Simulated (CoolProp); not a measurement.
R245fa along the isotherm -58.85 °C: fugacity coefficient from the reference equation and from simpler models built on Tc = 153.9 °C, pc = 3651 kPa, ω = 0.378; each cubic takes its own stable root.

Model: reference Helmholtz-energy equation of state, Akasaka 2015, in CoolProp.

| p (kPa) | phase | reference | van der Waals | Peng-Robinson |
|---|---|---|---|---|
| 17.3 | liquid | 0.08347 | 0.9932 | 0.09168 |
| 25.4 | liquid | 0.05687 | 0.9901 | 0.06246 |
| 37.3 | liquid | 0.03875 | 0.9854 | 0.04256 |
| 54.8 | liquid | 0.02640 | 0.9786 | 0.02899 |
| 80.4 | liquid | 0.01802 | ? | 0.01979 |
| 118 | liquid | 0.01230 | 0.8468 | 0.01351 |
| 173 | liquid | 0.008410 | ? | 0.009237 |
| 254 | liquid | 0.005751 | 0.3979 | ? |
| 373 | liquid | 0.003939 | 0.2737 | 0.004326 |
| 548 | liquid | 0.002704 | 0.1890 | 0.002969 |
| 804 | liquid | 0.001866 | 0.1316 | 0.002049 |
| 1180 | liquid | 0.001295 | 0.09250 | 0.001422 |
| 1730 | liquid | ? | 0.06604 | 0.0009957 |
| 2540 | liquid | 0.0006427 | 0.04809 | 0.0007051 |
| 3730 | liquid | 0.0004637 | 0.03612 | ? |
| 5480 | liquid | 0.0003436 | 0.02838 | ? |

**Question.** Fill in the missing entries.

**Answer.** 
- 80.4, van der Waals: 0.9686
- 173, van der Waals: 0.5803
- 254, Peng-Robinson: 0.006316
- 1730, reference: 0.0009072
- 3730, Peng-Robinson: 0.0005085
- 5480, Peng-Robinson: 0.0003764

At some of these states van der Waals gives the other phase, because its saturation line lies elsewhere.
